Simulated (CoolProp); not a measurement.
Vapour pressure (MPa) of neopentane: the reference equation beside estimates from Tc = 160.6 °C, pc = 3.196 MPa, ω = 0.196. Clausius-Clapeyron is anchored at 76.45 °C with a constant enthalpy of vaporisation of 18.30 kJ/mol.

Computed with CoolProp (reference Helmholtz-energy equation of state, Lemmon 2006). It is a short technical equation, of lower accuracy than the large ones.

| T (°C) | reference | Lee-Kesler | Clausius-Clapeyron | Peng-Robinson |
|---|---|---|---|---|
| 29.25 | 0.1960 | 0.1960 | 0.2548 | 0.1954 |
| 38.75 | 0.2603 | 0.2606 | 0.3180 | 0.2591 |
| 48.15 | 0.3385 | 0.3392 | 0.3910 | 0.3367 |
| 57.55 | 0.4331 | 0.4340 | 0.4750 | 0.4306 |
| 66.95 | 0.5460 | 0.5471 | 0.5709 | 0.5431 |
| 76.45 | 0.6807 | 0.6818 | 0.6807 | 0.6777 |
| 85.85 | 0.8367 | 0.8376 | 0.8027 | 0.8340 |
| 95.25 | 1.017 | 1.018 | 0.9386 | 1.016 |
| 104.65 | 1.225 | 1.225 | 1.089 | 1.225 |
| 114.15 | 1.465 | 1.465 | 1.256 | 1.468 |
| 123.55 | 1.735 | 1.735 | 1.437 | 1.741 |
| 132.95 | 2.041 | 2.041 | 1.634 | 2.050 |
| 142.35 | 2.386 | 2.388 | 1.848 | 2.398 |

Absolute difference from the reference over all 13 rows, mean and median: Lee-Kesler 0.1 and 0.1 %, Clausius-Clapeyron 13.7 and 14.3 %, Peng-Robinson 0.4 and 0.4 %.
